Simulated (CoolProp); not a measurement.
A single-stage vapour-compression cycle with carbonyl sulfide: evaporating at 302.15 K (dew point), condensing at 322.15 K (bubble point), superheat 8 K, subcooling 2 K, compressor efficiency 0.6, no pressure losses. Each further row changes one setting.

Model: reference Helmholtz-energy equation of state, Lemmon 2006, in CoolProp. It is a short technical equation, of lower accuracy than the large ones.

```json
[
 {"case": "as stated", "cooling COP": "7.88", "pressure ratio": "1.57", "discharge temperature (K)": "354.8", "refrigerating effect (kJ/kg)": "222", "volumetric capacity (kJ/m³)": "8700"},
 {"case": "evaporating temperature 307.15 K", "cooling COP": "10.8", "pressure ratio": "1.40", "discharge temperature (K)": "348.1", "refrigerating effect (kJ/kg)": "223", "volumetric capacity (kJ/m³)": "9860"},
 {"case": "condensing temperature 317.15 K", "cooling COP": "10.8", "pressure ratio": "1.41", "discharge temperature (K)": "343.9", "refrigerating effect (kJ/kg)": "229", "volumetric capacity (kJ/m³)": "8990"},
 {"case": "subcooling 7 K", "cooling COP": "8.14", "pressure ratio": "1.57", "discharge temperature (K)": "354.8", "refrigerating effect (kJ/kg)": "229", "volumetric capacity (kJ/m³)": "8990"},
 {"case": "superheat 18 K", "cooling COP": "7.76", "pressure ratio": "1.57", "discharge temperature (K)": "366.2", "refrigerating effect (kJ/kg)": "231", "volumetric capacity (kJ/m³)": "8580"},
 {"case": "compressor efficiency 0.5", "cooling COP": "6.56", "pressure ratio": "1.57", "discharge temperature (K)": "360.9", "refrigerating effect (kJ/kg)": "222", "volumetric capacity (kJ/m³)": "8700"}
]
```
